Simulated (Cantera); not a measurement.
Cantera run, input and output.

```python
import numpy as np
import cantera as ct

gas = ct.Solution("gri30.yaml")
gas.TPX = 1150, 31000, {'H2': 0.68, 'O2': 1, 'N2': 6.1}
reactor = ct.IdealGasConstPressureReactor(gas, energy="off", clone=False)
net = ct.ReactorNet([reactor])
net.rtol, net.atol = 1e-08, 1e-18
show = ['H2', 'O2', 'NO', 'O', 'H']
times = np.geomspace(3e-06, 30, 14)

steps = ct.SolutionArray(gas, extra=["t"])
rows = []
print(f"{'t/s':>10s}{'T/K':>9s}{'P/Pa':>11s}" + "".join(f"{s:>11s}" for s in show))
for t in times:
    while net.time < t:
        t_next = net.step()
        steps.append(gas.state, t=t_next)
    rows.append([np.interp(t, steps.t, y) for y in (steps.T, steps.P, *steps(*show).X.T)])
    print(f"{t:10.3e}{rows[-1][0]:9.1f}{rows[-1][1]:11.4g}" + "".join(f"{x:11.3e}" for x in rows[-1][2:]))
rate = np.gradient(steps.T, steps.t)
print("integrator steps:", len(steps.t))
if steps.T.max() > steps.T[0] + 200:
    print(f"time of steepest temperature rise: {steps.t[rate.argmax()]:.4e} s")
gas.TPX = 1150, 31000, {'H2': 0.68, 'O2': 1, 'N2': 6.1}
gas.equilibrate("TP")
print(f"equilibrium (TP): T = {gas.T:.1f} K  " + "  ".join(f"{s} {gas[s].X[0]:.3e}" for s in show))
```

Output:

```
       t/s      T/K       P/Pa         H2         O2         NO          O          H
 3.000e-06   1150.0    3.1e+04  8.740e-02  1.285e-01  2.858e-23  1.930e-11  2.561e-10
 1.037e-05   1150.0    3.1e+04  8.740e-02  1.285e-01  1.189e-21  1.809e-10  9.667e-10
 3.581e-05   1150.0    3.1e+04  8.740e-02  1.285e-01  5.686e-20  2.204e-09  7.880e-09
 1.237e-04   1150.0    3.1e+04  8.740e-02  1.285e-01  5.132e-16  5.797e-07  1.969e-06
 4.275e-04   1150.0    3.1e+04  6.474e-03  9.003e-02  2.283e-06  6.507e-03  1.414e-02
 1.477e-03   1150.0    3.1e+04  3.614e-04  8.863e-02  3.101e-06  2.771e-04  9.632e-05
 5.104e-03   1150.0    3.1e+04  2.606e-05  8.868e-02  3.069e-06  1.822e-05  1.626e-06
 1.763e-02   1150.0    3.1e+04  2.075e-06  8.870e-02  3.056e-06  2.229e-06  6.638e-08
 6.093e-02   1150.0    3.1e+04  2.510e-07  8.870e-02  3.071e-06  4.167e-07  5.103e-09
 2.105e-01   1150.0    3.1e+04  5.069e-08  8.871e-02  3.089e-06  9.937e-08  5.855e-10
 7.273e-01   1150.0    3.1e+04  1.293e-08  8.871e-02  3.098e-06  2.691e-08  8.276e-11
 2.513e+00   1150.0    3.1e+04  4.146e-09  8.871e-02  3.096e-06  8.547e-09  1.552e-11
 8.683e+00   1150.0    3.1e+04  2.479e-09  8.871e-02  3.089e-06  4.718e-09  7.025e-12
 3.000e+01   1150.0    3.1e+04  2.392e-09  8.871e-02  3.088e-06  4.498e-09  6.625e-12
integrator steps: 1744
equilibrium (TP): T = 1150.0 K  H2 2.384e-09  O2 8.866e-02  NO 8.750e-05  O 4.474e-09  H 6.586e-12
```

Detailed kinetics in Cantera: GRI-Mech 3.0 (53 species, 325 reactions). The temperature is held fixed by assumption; the heat of reaction is taken as removed at once.
